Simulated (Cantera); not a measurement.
An isothermal, constant-pressure homogeneous reactor starts with H2 : O2 = 0.0053 : 1 (molar parts), equivalence ratio 0.0027, at 900 K and 7.50 Torr.

Detailed kinetics in Cantera: the H2/O2 subset of GRI-Mech 3.0, which has no nitrogen chemistry. Radical loss at walls, strong at low pressure, is not modelled. Below about 950 K walls govern HO2 and H2O2 in real vessels.

x: mole fraction; the columns are a selection and need not sum to one.

```
t (s)         x H2   x O2     x H2O       x O     x HO2    x H2O2
--------  --------  -----  --------  --------  --------  --------
0.000200   0.00527  0.995    <1e-12    <1e-12    <1e-12    <1e-12
0.000752   0.00527  0.995    <1e-12    <1e-12  1.39e-12    <1e-12
0.00283    0.00527  0.995  3.38e-12  6.64e-12  5.36e-12    <1e-12
0.0106     0.00527  0.995  1.11e-10  1.12e-10  2.35e-11    <1e-12
0.0399     0.00527  0.995         ?         ?         ?    <1e-12
0.150     0.000116  0.993   0.00504   0.00127   1.85e-6   2.28e-8
0.565      3.16e-6  0.994   0.00527  0.000212   4.58e-7   5.96e-9
2.12       2.73e-7  0.995   0.00528   2.29e-5   1.27e-7   4.03e-9
7.98       2.16e-8  0.995   0.00528   2.11e-6   2.44e-8   1.87e-9
30.0             ?  0.995   0.00529         ?         ?  5.74e-10
```

Task: Complete the blanks.

Result: 
- 0.0399, x H2O: 2.36e-7
- 0.0399, x O: 2.03e-7
- 0.0399, x HO2: 8.05e-9
- 30.0, x H2: 1.60e-9
- 30.0, x O: 2.37e-7
- 30.0, x HO2: 3.93e-9
